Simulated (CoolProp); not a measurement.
R407C at several states: Z from the reference equation and from simpler models built on Tc = 359.3 K, pc = 4.632 MPa, ω = 0.363; each cubic takes its own stable root.

The numbers come from the reference Helmholtz-energy equation of state, Lemmon 2003 in CoolProp. It is a pseudo-pure fit of the blend.

| T (K) | p (MPa) | phase | reference | van der Waals | Redlich-Kwong |
|---|---|---|---|---|---|
| 236.9 | 1.19 | liquid | 0.03828 | 0.06576 | 0.04504 |
| 371.6 | 0.186 | gas | 0.9868 | 0.9889 | 0.9875 |
| 351.9 | 0.0859 | gas | 0.9926 | 0.9942 | 0.9933 |
| 313.4 | 6.37 | liquid | ___ | 0.3072 | ___ |
| 491.9 | 20.3 | supercritical | 0.7608 | 0.7841 | ___ |

### Question
Fill in the missing entries.

### Answer

- 313.4, reference: 0.1899
- 313.4, Redlich-Kwong: 0.2278
- 491.9, Redlich-Kwong: 0.7536
